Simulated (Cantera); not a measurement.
A freely propagating, adiabatic, planar premixed flame of CO : H2 : CH4 : O2 : N2 = 1 : 0.058 : 0.91 : 2.14 : 5.77 (molar parts), equivalence ratio 1.1, unburnt at 625 K and 0.987 atm; mixture-averaged transport, grid criteria slope 0.08 and curve 0.16, no radiation.

Detailed kinetics in Cantera: GRI-Mech 3.0 (53 species, 325 reactions). Burning velocities carry a grid error of a few per cent, more on coarse grids.

Problem. How do the results move with these cheaper or finer settings: unity-Lewis-number transport; multicomponent transport; multicomponent+Soret transport; grid criteria slope 0.5, curve 1; grid criteria slope 0.25, curve 0.5; grid criteria slope 0.03, curve 0.06?

Solution. 
```json
[
 {"setting": "as above", "laminar burning velocity": "255 cm/s", "thermal thickness": "0.229 mm", "peak x(HCN)": "2.98e-6", "peak x(H)": "0.0186", "grid points": "160"},
 {"setting": "unity-Lewis-number transport", "laminar burning velocity": "175 cm/s", "thermal thickness": "0.256 mm", "peak x(HCN)": "2.60e-6", "peak x(H)": "0.0210", "grid points": "148"},
 {"setting": "multicomponent transport", "laminar burning velocity": "255 cm/s", "thermal thickness": "0.232 mm", "peak x(HCN)": "2.99e-6", "peak x(H)": "0.0186", "grid points": "160"},
 {"setting": "multicomponent+Soret transport", "laminar burning velocity": "251 cm/s", "thermal thickness": "0.231 mm", "peak x(HCN)": "2.89e-6", "peak x(H)": "0.0186", "grid points": "162"},
 {"setting": "grid criteria slope 0.5, curve 1", "laminar burning velocity": "283 cm/s", "thermal thickness": "0.263 mm", "peak x(HCN)": "2.86e-6", "peak x(H)": "0.0196", "grid points": "45"},
 {"setting": "grid criteria slope 0.25, curve 0.5", "laminar burning velocity": "266 cm/s", "thermal thickness": "0.240 mm", "peak x(HCN)": "2.94e-6", "peak x(H)": "0.0191", "grid points": "74"},
 {"setting": "grid criteria slope 0.03, curve 0.06", "laminar burning velocity": "253 cm/s", "thermal thickness": "0.226 mm", "peak x(HCN)": "2.99e-6", "peak x(H)": "0.0183", "grid points": "405"}
]
```
The base run took very roughly 5 core-seconds.
Unity Lewis numbers drop preferential diffusion, which matters most where H2 and H carry the flame; Soret adds thermal diffusion.
